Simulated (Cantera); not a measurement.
Charge: 1 mol MgCO3, 0.28 mol SO3, 0.52 mol H2O, held at 33.8 Torr.

Cantera equilibrium calculation (NASA polynomials, part measured and part estimated; ideal gas, pure solids and liquids). Candidate condensed phases: C, C6H6, C7H8, C8H18, H2O, H2SO4, Mg, MgCO3, MgO, Mg(OH)2, MgS, MgSO4, S; 130 gas species. Mutual solubility and eutectic melting of coexisting phases are not modelled. Equilibrium is a limit: real reactors are often held back by kinetics, nucleation or transport.

Problem. Which condensed phases are stable at each of these points (T (K)): 623, 723, 823, 923, 1023, 1123, 1223, 1323, 1423, 1523, 1623, 1723, 1823, 1923?

Solution. 
| T (K) | condensed phases | Mg condensed (%) |
|---|---|---|
| 623 | MgO(s) + MgSO4(s) | 100.0 |
| 723 | MgO(s) + MgSO4(s) | 100.0 |
| 823 | MgO(s) + MgSO4(s) | 100.0 |
| 923 | MgO(s) + MgSO4(s) | 100.0 |
| 1023 | MgO(s) + MgSO4(s) | 100.0 |
| 1123 | MgO(s) | 100.0 |
| 1223 | MgO(s) | 100.0 |
| 1323 | MgO(s) | 100.0 |
| 1423 | MgO(s) | 100.0 |
| 1523 | MgO(s) | 100.0 |
| 1623 | MgO(s) | 100.0 |
| 1723 | MgO(s) | 100.0 |
| 1823 | MgO(s) | 100.0 |
| 1923 | MgO(s) | 100.0 |

From 623 K to 1023 K the condensed part is MgO(s) + MgSO4(s). From 1123 K to 1923 K the condensed part is MgO(s).
